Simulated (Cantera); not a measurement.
An adiabatic, constant-volume homogeneous reactor starts with C3H8 : O2 : N2 = 1 : 12.5 : 47 (molar parts), equivalence ratio 0.40, at 1225 K and 500000 Pa. Integrator tolerance rtol = 1e-08.

Model: GRI-Mech 3.0 (53 species, 325 reactions), integrated in Cantera. GRI-Mech 3.0 was tuned for natural gas; its chemistry of propane as a main component is partial and can be far from experiment.

```tsv
quantity	before	after
time of steepest temperature rise	1.39 ms	1.17 ms
temperature at 4.00 s	2303 K	1698 K
equilibrium temperature	2303 K	1690 K
x(C3H8) at 4.00 s	<1e-12 (gas-phase equilibrium <1e-12)	<1e-12 (gas-phase equilibrium <1e-12)
x(O2) at 4.00 s	0.115 (gas-phase equilibrium 0.115)	0.176 (gas-phase equilibrium 0.175)
x(C2H4) at 4.00 s	<1e-12 (gas-phase equilibrium <1e-12)	<1e-12 (gas-phase equilibrium <1e-12)
x(N2O) at 4.00 s	1.94e-6 (gas-phase equilibrium 1.94e-6)	4.01e-7 (gas-phase equilibrium 3.90e-7)
x(H2O) at 4.00 s	0.0634 (gas-phase equilibrium 0.0634)	0.0252 (gas-phase equilibrium 0.0252)
x(CH3) at 4.00 s	<1e-12 (gas-phase equilibrium <1e-12)	<1e-12 (gas-phase equilibrium <1e-12)
```

Question: Which change was made?
(A) C3H8 1 to 0.38 parts
(B) O2 12.5 to 8.3 parts
(C) initial temperature 1225 to 1000 K
(D) C3H8 1 to 1.4 parts

Answer: A, C3H8 1 to 0.38 parts
